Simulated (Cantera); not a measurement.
## Adiabatic ignition

An adiabatic, constant-volume homogeneous reactor starts with CH4 : O2 : N2 = 1 : 3.03 : 11.4 (molar parts), equivalence ratio 0.66, at 1700 K and 4.54 atm.

Model: GRI-Mech 3.0 (53 species, 325 reactions), integrated in Cantera.

```csv
t (s),T (K),P (bar),x CH4,x O2,x H2O2,x C2H6,x CH2
8.00e-6,1700,4.60,0.0647,0.196,2.42e-7,1.69e-6,1.03e-9
1.89e-5,1701,4.60,0.0641,0.196,5.51e-7,4.17e-5,1.32e-8
4.45e-5,1752,4.75,0.0548,0.189,7.51e-6,0.000864,7.55e-7
0.000105,2934,8.12,<1e-12,0.0650,1.24e-6,<1e-12,<1e-12
0.000247,2920,8.08,<1e-12,0.0607,1.17e-6,<1e-12,<1e-12
0.000583,2912,8.05,<1e-12,0.0581,1.14e-6,<1e-12,<1e-12
0.00137,2911,8.05,<1e-12,0.0578,1.13e-6,<1e-12,<1e-12
0.00324,2911,8.05,<1e-12,0.0578,1.13e-6,<1e-12,<1e-12
0.00763,2911,8.05,<1e-12,0.0578,1.13e-6,<1e-12,<1e-12
0.0180,2911,8.05,<1e-12,0.0578,1.13e-6,<1e-12,<1e-12
0.0424,2911,8.05,<1e-12,0.0578,1.13e-6,<1e-12,<1e-12
0.100,2911,8.05,<1e-12,0.0578,1.13e-6,<1e-12,<1e-12
```
x: mole fraction; the columns are a selection and need not sum to one.

time of steepest temperature rise: 54.1 µs
temperature at 0.100 s: 2911 K
equilibrium temperature: 2911 K
x(CH4) at 0.100 s: <1e-12 (gas-phase equilibrium <1e-12)
x(O2) at 0.100 s: 0.0578 (gas-phase equilibrium 0.0578)
x(H2O2) at 0.100 s: 1.13e-6 (gas-phase equilibrium 1.13e-6)
